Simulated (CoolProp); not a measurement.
Saturated liquid density (kg/m³) of the fluoroketone C6F12O (FK-5-1-12): the reference equation beside estimates from Tc = 441.8 K, pc = 1869 kPa, ω = 0.471. Rackett uses Z = 0.29056 − 0.08775 ω.

Values from CoolProp's reference Helmholtz-energy equation of state, McLinden 2015.

| T (K) | reference | Rackett | van der Waals | Redlich-Kwong | Soave-Redlich-Kwong | Peng-Robinson |
|---|---|---|---|---|---|---|
| 353.1 | 1419 | 1553 | [?] | 1173 | 1278 | 1449 |
| 355.3 | [?] | 1543 | 824.5 | 1163 | [?] | [?] |
| 357.6 | 1402 | 1533 | 819.2 | 1154 | 1259 | [?] |
| 359.8 | 1393 | 1523 | 814.1 | 1145 | [?] | 1417 |
| 362.1 | 1384 | 1512 | 808.6 | 1135 | 1239 | 1406 |
| 364.3 | 1376 | 1502 | 803.3 | 1125 | 1229 | 1395 |
| 366.6 | 1366 | 1491 | 797.7 | 1115 | 1219 | 1383 |
| 368.8 | 1357 | 1481 | 792.2 | 1105 | 1208 | 1371 |
| 371.1 | 1348 | 1470 | 786.4 | 1095 | 1197 | 1359 |
| 373.3 | 1338 | 1459 | 780.8 | 1085 | 1186 | 1346 |
| 375.6 | 1328 | 1447 | 774.8 | 1074 | 1175 | 1333 |
| 377.8 | 1319 | 1436 | [?] | 1063 | 1164 | 1321 |
| 380.1 | 1308 | 1424 | 762.7 | 1052 | 1152 | 1307 |
| 382.3 | 1298 | 1413 | 756.6 | 1041 | 1140 | 1293 |

What belongs in the gaps?


- 353.1, van der Waals: 829.5
- 355.3, reference: 1411
- 355.3, Soave-Redlich-Kwong: 1269
- 355.3, Peng-Robinson: 1439
- 357.6, Peng-Robinson: 1428
- 359.8, Soave-Redlich-Kwong: 1249
- 377.8, van der Waals: 768.9

Absolute difference from the reference over all 14 rows, mean and median: Rackett 9.1 and 9.1 %, van der Waals 41.6 and 41.6 %, Redlich-Kwong 18.5 and 18.5 %, Soave-Redlich-Kwong 11.0 and 10.9 %, Peng-Robinson 1.1 and 1.1 %.
